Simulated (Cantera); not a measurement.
What does this Cantera script print?

```python
import numpy as np
import cantera as ct

gas = ct.Solution("gri30.yaml")
gas.TPX = 523, 100000, {'CH4': 1, 'O2': 2.3, 'N2': 8.64, 'CO2': 1.1}
flame = ct.FreeFlame(gas, width=0.04)
flame.set_refine_criteria(ratio=3, slope=0.08, curve=0.16)
flame.transport_model = "unity-Lewis-number"
flame.solve(loglevel=0, auto=True)
z, T = flame.grid, flame.T
thick = (T[-1] - T[0]) / np.gradient(T, z).max()
show = ['CH4', 'O2', 'CO2', 'C2H4', 'C2H', 'HCO']
print(f"laminar burning velocity  {flame.velocity[0] * 100:.3f} cm/s")
print(f"burnt temperature         {T[-1]:.1f} K")
print(f"thermal thickness         {thick * 1e3:.4f} mm")
print(f"grid points               {len(z)}")
z0 = z[flame.heat_release_rate.argmax()]
print(f"{'z/mm':>9s}{'T/K':>9s}{'u/(m/s)':>9s}" + "".join(f"{s:>11s}" for s in show))
rows = []
for k in (-3, -2, -1.5, -1, -0.5, -0.25, 0, 0.25, 0.5, 1, 2, 4, 8):
    zz = z0 + k * thick
    rows.append([k * thick, np.interp(zz, z, T), np.interp(zz, z, flame.velocity),
                 *(np.interp(zz, z, flame.X[gas.species_index(s)]) for s in show)])
    print(f"{rows[-1][0] * 1e3:9.3f}{rows[-1][1]:9.1f}{rows[-1][2]:9.3f}" + "".join(f"{x:11.3e}" for x in rows[-1][3:]))
```

Output:

```
laminar burning velocity  43.740 cm/s
burnt temperature         2067.6 K
thermal thickness         0.5567 mm
grid points               133
     z/mm      T/K  u/(m/s)        CH4         O2        CO2       C2H4        C2H        HCO
   -1.670    523.5    0.438  7.666e-02  1.763e-01  8.437e-02  1.600e-07  1.409e-25  1.400e-17
   -1.113    528.0    0.442  7.639e-02  1.759e-01  8.447e-02  1.614e-06  1.390e-22  9.436e-15
   -0.835    543.7    0.455  7.544e-02  1.744e-01  8.483e-02  6.729e-06  1.334e-20  5.496e-13
   -0.557    624.6    0.523  7.049e-02  1.667e-01  8.671e-02  3.342e-05  9.594e-18  5.672e-11
   -0.278    957.8    0.809  4.897e-02  1.328e-01  9.491e-02  1.480e-04  2.698e-13  2.461e-08
   -0.139   1285.6    1.094  2.660e-02  9.730e-02  1.036e-01  2.397e-04  1.827e-10  1.607e-06
    0.000   1637.3    1.406  4.277e-03  5.613e-02  1.150e-01  1.015e-04  2.756e-08  2.511e-05
    0.139   1764.8    1.514  9.391e-05  3.962e-02  1.255e-01  1.443e-06  4.904e-09  2.344e-06
    0.278   1815.6    1.551  1.570e-06  3.596e-02  1.319e-01  1.153e-08  8.299e-11  7.573e-08
    0.557   1879.2    1.598  1.291e-09  3.280e-02  1.385e-01  3.661e-12  5.149e-14  1.525e-08
    1.113   1944.4    1.645  2.014e-14  2.977e-02  1.449e-01  1.761e-17  5.969e-19  5.215e-09
    2.227   1999.5    1.684  1.428e-18  2.711e-02  1.507e-01  1.027e-24  3.916e-25  1.366e-09
    4.453   2037.2    1.711  2.464e-19  2.525e-02  1.549e-01  2.580e-29  1.041e-26  3.273e-10
```

Cantera simulation using GRI-Mech 3.0 (53 species, 325 reactions); the numbers are that mechanism's predictions, not measurements. Unity Lewis numbers drop preferential diffusion, which matters most where H2 and H carry the flame. Burning velocities carry a grid error of a few per cent, more on coarse grids.
